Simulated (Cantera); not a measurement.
Input: 1 mol SiH4, 0.16 mol C2H2, 2.1 mol H2, at 1330 Pa.

Equilibrium computed with Cantera from the NASA thermochemical tables; the gas is ideal and each condensed phase is pure. Candidate condensed phases: C, C6H6, C7H8, C8H18, Si, SiC; 87 gas species. Mutual solubility and eutectic melting of coexisting phases are not modelled. Gases not in the tables: Si2H6 and higher silanes. Rates play no part.

**Question.** At 1450 °C, list the 5 most abundant gas species with their mole fractions, and the condensed phases.

**Answer.** H2 0.998, H 0.00158, Si 7.38e-5, SiH2 1.70e-5, SiH 1.22e-5. Condensed: Si(l) + SiC(s).
